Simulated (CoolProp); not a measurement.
Properties of R142b along the isotherm 470 K.

Computed with CoolProp (reference Helmholtz-energy equation of state, Lemmon 2006). It is a short technical equation, of lower accuracy than the large ones.

| p (MPa) | phase | cv (kJ/(kg K)) | Joule-Thomson coefficient (K/MPa) |
|---|---|---|---|
| 3.69 | gas | 1.047 | 8.078 |
| 7.37 | supercritical | 1.107 | … |
| 11.1 | supercritical | 1.097 | 2.451 |
| 14.7 | supercritical | 1.085 | … |
| 18.4 | supercritical | 1.080 | 0.6147 |
| 22.1 | supercritical | 1.078 | 0.3456 |
| 25.8 | supercritical | 1.077 | 0.1810 |
| 29.5 | supercritical | 1.077 | … |
| 33.2 | supercritical | 1.077 | -0.01045 |
| 36.9 | supercritical | 1.078 | -0.07116 |
| 40.5 | supercritical | 1.079 | … |

Q: What belongs in the gaps?

A: 
- 7.37, Joule-Thomson coefficient (K/MPa): 6.908
- 14.7, Joule-Thomson coefficient (K/MPa): 1.136
- 29.5, Joule-Thomson coefficient (K/MPa): 0.06983
- 40.5, Joule-Thomson coefficient (K/MPa): -0.1175
